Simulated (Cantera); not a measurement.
Input: 1 mol CH3SiCl3, 0.02 mol C2H4, 17 mol H2, equilibrated at 0.0220 bar.

Points: T (K) = 1298, 1398, 1498, 1598, 1698, 1798, 1898, 1998, 2098, 2198, 2298, 2398, 2498.

Cantera's Mixture.equilibrate('TP', solver="vcs", rtol=1e-11, max_steps=5000) on the NASA tables stopped like this:

```
ERROR: FAILURE its = 5001!

*******************************************************************************
CanteraError thrown by MultiPhase::equilibrate:
VCS solver failed. Return code: -1
*******************************************************************************
```

Problem. What got this run through?

Solution. One answer among several that fit: The failure is numerical, not chemical. The same input converged with solver="gibbs", rtol=1e-10, max_steps=50000, and the result passed a check of the equilibrium conditions:
```
log10 of partial pressures in bar; condensed amounts in mol
       T/K        H2       HCL         H        Si        CL     C(gr)    SiC(b)
      1298    -1.728    -2.485    -6.834   -12.924    -7.665   0.04484    0.9926
      1398    -1.728    -2.485    -6.189   -11.431    -7.030   0.04734    0.9912
      1498    -1.728    -2.486    -5.629   -10.139    -6.481   0.05184     0.987
      1598    -1.728    -2.488    -5.138    -9.010    -6.000   0.05772    0.9808
      1698    -1.728    -2.491    -4.704    -8.016    -5.576   0.06456    0.9726
      1798    -1.728    -2.495    -4.317    -7.133    -5.200   0.07151    0.9623
      1898    -1.729    -2.500    -3.972    -6.344    -4.865   0.07725    0.9497
      1998    -1.731    -2.507    -3.660    -5.636    -4.564   0.08051    0.9333
      2098    -1.736    -2.518    -3.380    -4.995    -4.295   0.08236    0.9075
      2198    -1.744    -2.533    -3.126    -4.414    -4.054   0.09292    0.8525
      2298    -1.758    -2.557    -2.898    -3.884    -3.839     0.149    0.7039
      2398    -1.785    -2.596    -2.695    -3.398    -3.652    0.3583    0.2613
      2498    -1.821    -2.623    -2.514    -3.231    -3.466    0.3381         0
```

The gas is ideal and each condensed phase is pure. The feed counts by its element totals alone. The tables' values for SiCl, SiCl3 are old estimates; treat these amounts as uncertain. Gases not in the tables: Si2H6 and higher silanes.
